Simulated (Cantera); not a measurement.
An isothermal, constant-pressure homogeneous reactor starts with C2H6 : N2 = 1 : 1.7 (molar parts), at 1448 K and 100000 Pa.

Computed with Cantera and GRI-Mech 3.0 (53 species, 325 reactions). GRI-Mech 3.0 stops at C3 and has no aromatics, soot or wall deposition, so with more carbon than oxygen in the feed, carbon stays in small species such as C2H2 where larger ones or solid carbon would form.

### Question
Predict: x(C2H6) at 4.00 s; x(CH4) at 4.00 s; x(H) at 4.00 s; x(HCN) at 4.00 s; x(C2H) at 4.00 s.

### Answer
x(C2H6) at 4.00 s: 9.44e-5 (gas-phase equilibrium 7.60e-5)
x(CH4) at 4.00 s: 0.101 (gas-phase equilibrium 0.0933)
x(H) at 4.00 s: 5.16e-6 (gas-phase equilibrium 5.20e-6)
x(HCN) at 4.00 s: 4.09e-9 (gas-phase equilibrium 0.0980)
x(C2H) at 4.00 s: 3.78e-9 (gas-phase equilibrium 2.73e-9)
